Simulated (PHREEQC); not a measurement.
Solution (25 °C): 0.00042 mol/kgw ZnSO4 and 0.0002 mol/kgw HCl. Closed to the air; pH follows from the charge balance.

Computed with PHREEQC (ion-association model, phreeqc.dat).

Task: The ionic strength comes out as 0.00177 mol/kgw. What activity coefficients do Zn+2, HSO4-, Cl-, H+, SO4-2 get?

Result: Zn+2 0.83, HSO4- 0.95, Cl- 0.95, H+ 0.96, SO4-2 0.83.

Precipitation was switched off in this run.
